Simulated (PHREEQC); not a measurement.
Solution (25 °C): 0.017 mol H2SO4, 8.7e-05 mol FeCl3 and 0.0039 mol KCl per kg of water. Closed to the air; pH follows from the charge balance.

Computed with PHREEQC (ion-association model, phreeqc.dat).

Task: The ionic strength comes out as 0.0360 mol/kgw. What activity coefficients do K+, FeHSO4+2, KSO4-, Fe+3, HSO4- get?

Result: K+ 0.83, FeHSO4+2 0.50, KSO4- 0.85, Fe+3 0.28, HSO4- 0.84.

Precipitation was switched off in this run. The solution is supersaturated, for example in Hematite (slow to form), Goethite (slow to form), so a real one may precipitate; this is no full list. Species that the database lacks are ignored.
